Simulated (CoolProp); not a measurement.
Vapour-liquid equilibrium of R22 (1) + methanol (2) at 304.1 K; x and y are mole fractions of (1).

Computed with CoolProp (multi-fluid Helmholtz-energy mixture model, Kamei 1995 and de Reuck 1993; pair parameters Bell 2016).

```
x      bubble pressure (MPa)  y at the bubble point  dew pressure at overall composition x (MPa)  liquid density (mol/L)
-----  ---------------------  ---------------------  -------------------------------------------  ----------------------
0.05                  0.1199                  0.813                                      0.02420                   23.74
0.125                 0.2516                  0.913                                      0.02626                   22.84
0.2                        …                  0.943                                      0.02870                   21.97
0.275                 0.4719                  0.957                                      0.03163                   21.12
0.35                       …                  0.966                                      0.03524                   20.30
0.425                 0.6467                  0.971                                            …                   19.50
0.5                   0.7217                  0.976                                      0.04568                   18.72
0.575                 0.7911                  0.979                                      0.05364                   17.94
0.65                  0.8573                  0.982                                      0.06497                   17.18
0.725                 0.9230                  0.985                                      0.08238                       …
0.8                   0.9914                  0.989                                       0.1125                   15.64
0.875                  1.067                  0.992                                            …                   14.86
0.95                   1.154                  0.996                                       0.4145                   14.05
```

Q: Some entries are withheld; supply them.

A: 
- 0.2, bubble pressure (MPa): 0.3683
- 0.35, bubble pressure (MPa): 0.5641
- 0.425, dew pressure at overall composition x (MPa): 0.03978
- 0.725, liquid density (mol/L): 16.41
- 0.875, dew pressure at overall composition x (MPa): 0.1775

No azeotrope shows between x = 0.05 and 0.95.

Pair parameters are fitted to limited data, so mixtures are less certain than the pure fluids. The gap from Raoult's law changes sign with composition, which may be real or a fault of the pair parameters; it wasn't checked against measurements.
